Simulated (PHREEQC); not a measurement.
1 kg of water holding 0.015 mol/kgw KOH meets 20 L of dry gas (CO2 0.49, CH4 0.51 by moles) at fixed total pressure, at 30 atm; fugacities by Peng-Robinson. The gases take part in no redox reaction, some water evaporates into the gas, and hydrates or a liquid gas phase aren't modelled. Nothing may precipitate in this run.

Model: ion-association model, phreeqc.dat, run in PHREEQC.

```
T (°C)  dissolved CO2 (all carbonate carbon) (mol/kgw)  φ of CO2  p of CO2 (atm)  dissolved CH4 (mol/kgw)  φ of CH4  p of CH4 (atm)
------  ----------------------------------------------  --------  --------------  -----------------------  --------  --------------
20                                               0.475     0.838            14.4                   0.0247     0.938            15.5
30                                               0.374       [?]            14.5                   0.0201     0.944            15.5
40                                               0.305       [?]            14.5                   0.0173     0.950            15.4
50                                               0.257       [?]            14.5                   0.0155     0.955            15.4
60                                               0.222       [?]            14.5                   0.0145     0.960            15.3
70                                               0.196       [?]            14.4                   0.0139     0.965            15.2
80                                               0.176       [?]            14.3                   0.0137     0.969            15.1
90                                               0.161     0.916            14.2                   0.0137     0.972            15.0
```

Q: Some entries are withheld; supply them.

A: 
- 30, φ of CO2: 0.854
- 40, φ of CO2: 0.867
- 50, φ of CO2: 0.879
- 60, φ of CO2: 0.890
- 70, φ of CO2: 0.900
- 80, φ of CO2: 0.909

Constants without temperature data keep their 25 °C values here.
